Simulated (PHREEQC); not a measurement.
Dissolve 0.0024 mol/kgw H2SO4 and 0.1 mol/kgw MgCl2 at 25 °C. Closed to the air; pH follows from the charge balance.

All values are PHREEQC results (ion-association model, phreeqc.dat), not measurements.

**Question.** The ionic strength comes out as 0.301 mol/kgw. What activity coefficients do H+, Cl-, SO4-2, Mg+2, HSO4- get?

**Answer.** H+ 0.78, Cl- 0.69, SO4-2 0.25, Mg+2 0.31, HSO4- 0.73.

This is a speciation only: nothing precipitates in the calculation. Complexes and solids missing from the database can't appear.
